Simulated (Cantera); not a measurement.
A Cantera script and what it prints.

```python
import numpy as np
import cantera as ct

gas_names = """
    CL CL2 H HCL H2 N NH NH2 NH3 N2 N2H2 N2H4 Si SiCL SiCL2 SiCL3 SiCL4 SiH SiHCL3 SiH2 SiH2CL2 SiH3
    SiH3CL SiH4 SiN Si2 Si2N Si3
""".split()
cond_names = """
    NH4CL(a) NH4CL(b) Si(cr) Si(L) Si3N4(a)
""".split()


# ... load() reads the species with a 1 bar reference pressure and builds the phases ...
atoms = {
    'SiCl4': {'Si': 1, 'CL': 4},
    'Cl2': {'CL': 2},
    'H2': {'H': 2},
    'NH3': {'N': 1, 'H': 3},
}
top_T = {'Si3N4(a)': 2400}  # K; cautious upper limits of use, not melting points


# ... equilibrate(T, P, feed) seeds the gas with the atoms and calls Mixture.equilibrate('TP', solver="vcs", rtol=1e-11, max_steps=5000) ...
results = []
feed = {'SiCl4': 1, 'Cl2': 2.1, 'H2': 14, 'NH3': 0.0036}  # mol
P = 10000  # Pa
for T in [675, 775, 875, 975, 1075, 1175, 1275, 1375]:
    mix = equilibrate(T, P, feed)
    results.append((T, P, feed, dict(zip(mix.species_names, mix.species_moles))))
    x = sorted(zip(gas.X, gas.species_names), reverse=True)
    print(f"T = {T:g} K  P = {P:g} Pa  gas = {mix.phase_moles(0):.4g} mol")
    print("   x: " + "  ".join(f"{s} {v:.3e}" for v, s in x if v > 0.001))
    print("   condensed (mol): " + ("  ".join(f"{mix.phase(i).name} {mix.phase_moles(i):.4g}"
          for i in range(1, mix.n_phases) if mix.phase_moles(i) > 1e-12) or "none"))
```

Result:

```
T = 675 K  P = 10000 Pa  gas = 17.11 mol
   x: H2 6.959e-01  HCL 2.455e-01  SiCL4 5.843e-02
   condensed (mol): none
T = 775 K  P = 10000 Pa  gas = 17.11 mol
   x: H2 6.958e-01  HCL 2.456e-01  SiCL4 5.835e-02
   condensed (mol): none
T = 875 K  P = 10000 Pa  gas = 17.11 mol
   x: H2 6.956e-01  HCL 2.459e-01  SiCL4 5.809e-02
   condensed (mol): none
T = 975 K  P = 10000 Pa  gas = 17.11 mol
   x: H2 6.950e-01  HCL 2.465e-01  SiCL4 5.748e-02
   condensed (mol): none
T = 1075 K  P = 10000 Pa  gas = 17.11 mol
   x: H2 6.936e-01  HCL 2.478e-01  SiCL4 5.614e-02  SiHCL3 1.953e-03
   condensed (mol): none
T = 1175 K  P = 10000 Pa  gas = 17.13 mol
   x: H2 6.904e-01  HCL 2.511e-01  SiCL4 5.295e-02  SiHCL3 3.433e-03  SiCL3 1.534e-03
   condensed (mol): none
T = 1275 K  P = 10000 Pa  gas = 17.21 mol
   x: H2 6.808e-01  HCL 2.610e-01  SiCL4 4.476e-02  SiCL3 4.969e-03  SiHCL3 4.712e-03  SiCL2 3.589e-03
   condensed (mol): none
T = 1375 K  P = 10000 Pa  gas = 17.44 mol
   x: H2 6.590e-01  HCL 2.835e-01  SiCL4 2.906e-02  SiCL2 1.435e-02  SiCL3 9.526e-03  SiHCL3 4.308e-03
   condensed (mol): none
```

Method: chemical equilibrium by Gibbs-energy minimisation in Cantera with the NASA 1993 tables (ideal gas, pure condensed phases). The tables' values for SiCl3 are old estimates; treat these amounts as uncertain.
